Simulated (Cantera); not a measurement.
**Equilibrium for halide evaporation, hydrolysis and transport: SrCl₂ + O₂ + H₂ + H₂O**

A closed system holds: 1 mol SrCl₂, 1.5 mol O₂, 0.76 mol H₂, 0.34 mol H₂O, at 1973.15 K and 13300 Pa.

These are equilibrium values from Cantera (NASA tables, ideal gas, pure condensed phases), not measurements of a reactor. Candidate condensed phases: H₂O, Sr, SrCl₂, SrO, Sr(OH)₂; 20 gas species. Condensed phases not in the tables: oxide chlorides. Kinetics and transport are ignored.

| Property | Result |
|---|---|
| x(O₂) | 0.342 |
| x(H₂O) | 0.307 |
| x(SrCl₂) | 0.275 |
| x(HCl) | 0.0599 |
| x(Cl) | 0.00902 |
| x(OH) | 0.00587 |
| x(O) | 0.000870 |
| x(H₂) | 0.000337 |
| x(Sr(OH)₂) | 0.000161 |
| n(SrO(s)) | 0.111 mol |
| gas amount | 3.234 mol |
| log10 activity of SrCl₂(l) (absent) | -0.40 |
| log10 activity of Sr(OH)₂(l) (absent) | -3.12 |
| log10 activity of Sr(l) (absent) | -9.76 |
